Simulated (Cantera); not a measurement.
**Stirred combustor or abatement burner**

A perfectly stirred reactor is fed with 4.93 % CH₄, 0.321 % CO, 17.8 % O₂, 67.1 % N₂, 9.86 % CO₂, equivalence ratio 0.56, at 5.00 bar; it is adiabatic with a 798 K inlet, and is followed from long to short residence time, starting on the burning branch (τ in s: 0.027, 0.011, 0.0046, 0.0019, 0.00078, 0.00032, 0.00013, 5.5e-05, 2.3e-05).

Cantera simulation using GRI-Mech 3.0 (53 species, 325 reactions); the numbers are that mechanism's predictions, not measurements.

| τ (s) | T (K) | x CH₄ | x CO | x O₂ | x C₂H₆ | x CH₂O | x H |
|---|---|---|---|---|---|---|---|
| 0.027 | 1837 | 1.19e-5 | 0.000397 | 0.0779 | 7.13e-10 | 1.41e-6 | 3.63e-6 |
| 0.011 | 1834 | 2.26e-5 | 0.000710 | 0.0781 | 2.11e-9 | 2.77e-6 | 7.50e-6 |
| 0.0046 | 1828 | 4.12e-5 | 0.00126 | 0.0783 | 5.45e-9 | 5.21e-6 | 1.60e-5 |
| 0.0019 | 1818 | 7.58e-5 | 0.00227 | 0.0788 | 1.36e-8 | 9.86e-6 | 3.51e-5 |
| 0.00078 | 1800 | 0.000143 | 0.00408 | 0.0797 | 3.45e-8 | 1.89e-5 | 7.59e-5 |
| 0.00032 | 1770 | 0.000289 | 0.00735 | 0.0815 | 1.02e-7 | 3.78e-5 | 0.000155 |
| 0.00013 | 1708 | 0.000738 | 0.0139 | 0.0858 | 5.74e-7 | 9.00e-5 | 0.000267 |
| 5.5e-5 | 798 | 0.0493 | 0.00321 | 0.178 | <1e-12 | <1e-12 | <1e-12 |
| 2.3e-5 | 798 | 0.0493 | 0.00321 | 0.178 | <1e-12 | <1e-12 | <1e-12 |
x: mole fraction; the columns are a selection and need not sum to one.
